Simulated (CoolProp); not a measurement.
The numbers come from the reference Helmholtz-energy equation of state, Younglove 1994 in CoolProp. It is a modified Benedict-Webb-Rubin equation, recast in Helmholtz form.

### Question
For R123, give the phase and the density (kg/m³), cp (kJ/(kg K)), isothermal compressibility (1/MPa) at 417.8 K and 895 kPa; 469.2 K and 895 kPa; 489.7 K and 895 kPa.

### Answer
- 417.8 K and 895 kPa: gas; density 45.2, cp 0.872, isothermal compressibility 1.30
- 469.2 K and 895 kPa: gas; density 38.2, cp 0.883, isothermal compressibility 1.22
- 489.7 K and 895 kPa: gas; density 36.1, cp 0.892, isothermal compressibility 1.20
